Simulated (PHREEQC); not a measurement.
2.1 g of hydrous ferric oxide (600 m²/g; 0.2 weak and 0.005 strong sites per Fe, Dzombak-Morel constants, diffuse double layer) in 1 kg of water with 0.005 mol/kgw of an inert sodium salt and 0.002 mol NiCl2 and 7.6e-06 mol SrCl2, at 25 °C; the pH is set by adding NaOH or the inert anion's acid. Oxygen is held at 0.21 atm. CO2 from the air is kept out. Nothing may precipitate in this run.

Base run: PHREEQC, ion-association model, wateq4f.dat. Each further column changes one thing. The table gives Ni sorbed (%).

| pH | base | no electrostatic term (-no_edl) | background salt from 0.005 to 0.0005 mol/kgw | oxide from 2.1 to 10 g/kgw | 0.0017 mol/kgw CuCl2 added |
|---|---|---|---|---|---|
| 4 | 0.1 | 0.1 | 0.1 | 0.3 | 0.0 |
| 4.5 | 0.4 | 0.8 | 0.4 | 2.0 | 0.0 |
| 5 | 2.2 | 3.9 | 2.1 | 9.9 | 0.2 |
| 5.5 | 5.8 | 9.7 | 5.7 | 25.2 | 0.6 |
| 6 | 13.0 | 33.4 | 12.8 | 48.0 | 2.6 |
| 6.5 | 34.3 | 77.1 | 33.9 | 81.6 | 9.7 |
| 7 | 62.8 | 95.8 | 62.4 | 97.0 | 24.0 |
| 7.5 | 84.5 | 99.2 | 84.2 | 99.6 | 39.0 |
| 8 | 95.7 | 99.8 | 95.6 | 100.0 | 52.4 |
| 8.5 | 99.2 | 99.9 | 99.2 | 100.0 | 70.9 |
| 9 | 99.9 | 100.0 | 99.9 | 100.0 | 88.8 |
| 9.5 | 100.0 | 100.0 | 100.0 | 100.0 | 96.5 |
| 10 | 100.0 | 99.8 | 100.0 | 100.0 | 97.9 |

In at least one series the solution becomes supersaturated in solids that the run did not let form, among them Ni(OH)2.  The database's constant for dissolved Cu(OH)2 is higher than later reviews accept.
